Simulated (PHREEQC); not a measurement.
A solution holds 0.019 mol/kgw NaHCO3, 0.12 mol/kgw Na2CO3 and 0.13 mol/kgw NaCl, at 20 °C. Closed to the air; pH follows from the charge balance.

The numbers come from PHREEQC with the ion-association model, phreeqc.dat.

```tsv
quantity	before	after
pH	10.42	10.74
ionic strength (mol/kgw)	0.378	0.0457
Na+ (mol/kgw)	0.323	0.0365
NaCO3- (mol/kgw)	0.0645	0.00236
CO3-2 (mol/kgw)	0.0552	0.00919
HCO3- (mol/kgw)	0.0177	0.00232
SI of Halite (NaCl)	-3.26	-5.06
```

### Question
Which change was made?
A) 0.21 mol/kgw K2HPO4 added
B) diluted 10-fold with water
C) NaHCO3 left out
D) NaHCO3 from 0.019 to 0.0171 mol/kgw
E) diluted 5-fold with water

### Answer
B, diluted 10-fold with water

No solid was allowed to form.
